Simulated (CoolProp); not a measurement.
Vapour-liquid equilibrium of R134a (1) + cyclopropane (2) at 340.9 K; x and y are mole fractions of (1).

The numbers come from the multi-fluid Helmholtz-energy mixture model, Tillner-Roth 1994 and Polt 1992; pair parameters Bell 2016 in CoolProp. This equation is an older, rougher fit; its heat capacities, sound speeds and derivatives of the liquid may be far off and weren't checked against measurements.

| x | bubble pressure (MPa) | y at the bubble point | dew pressure at overall composition x (MPa) | liquid density (mol/L) |
|---|---|---|---|---|
| 0.05 | 2.132 | 0.094 | 2.060 | 12.61 |
| 0.125 | 2.302 | 0.198 | 2.182 | 12.15 |
| 0.2 | 2.420 | 0.276 | 2.305 | 11.72 |
| 0.275 | 2.501 | 0.338 | 2.419 | 11.33 |
| 0.35 | 2.553 | 0.393 | 2.514 | 10.99 |
| 0.425 | 2.581 | 0.445 | 2.573 | 10.69 |
| 0.5 | 2.588 | 0.496 | 2.587 | 10.44 |
| 0.575 | 2.573 | 0.548 | 2.558 | 10.25 |
| 0.65 | 2.536 | 0.604 | 2.493 | 10.11 |
| 0.725 | 2.475 | 0.666 | 2.404 | 10.01 |
| 0.8 | 2.388 | 0.737 | 2.301 | 9.945 |
| 0.875 | 2.273 | 0.820 | 2.193 | 9.911 |
| 0.95 | 2.127 | 0.920 | 2.084 | 9.898 |

y crosses x between x = 0.425 and 0.5: the model has an azeotrope there.

The pair parameters rest on a limited set of measurements; away from them the model extrapolates.
